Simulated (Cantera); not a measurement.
Input (Python, Cantera):

```python
import numpy as np
import cantera as ct

gas = ct.Solution("gri30.yaml")


def delay(T, t_max=10):
    gas.TPX = T, 570000, {'C2H4': 1, 'O2': 3.95, 'N2': 14.8, 'H2O': 2.7}
    reactor = ct.IdealGasConstPressureReactor(gas, clone=False)
    net = ct.ReactorNet([reactor])
    net.rtol, net.atol = 1e-8, 1e-16
    while net.time < t_max:
        t_old, T_old = net.time, reactor.T
        net.step()
        if reactor.T > T + 400:  # ignition: a rise of 400 K
            return t_old + (T + 400 - T_old) / (reactor.T - T_old) * (net.time - t_old)
    return np.nan


taus = []
for T in [1050, 1100, 1150, 1200, 1250, 1300, 1350]:
    taus.append(delay(T))
    print(f"T0 = {T:6g} K   tau = {taus[-1]:.4e} s")
```

Output:

```
T0 =   1050 K   tau = 1.2566e-02 s
T0 =   1100 K   tau = 5.2585e-03 s
T0 =   1150 K   tau = 1.9748e-03 s
T0 =   1200 K   tau = 7.0515e-04 s
T0 =   1250 K   tau = 2.5678e-04 s
T0 =   1300 K   tau = 9.8416e-05 s
T0 =   1350 K   tau = 4.0941e-05 s
```

Computed with Cantera and GRI-Mech 3.0 (53 species, 325 reactions). GRI-Mech 3.0 was tuned for natural gas; its chemistry of ethylene as a main component is partial and can be far from experiment.
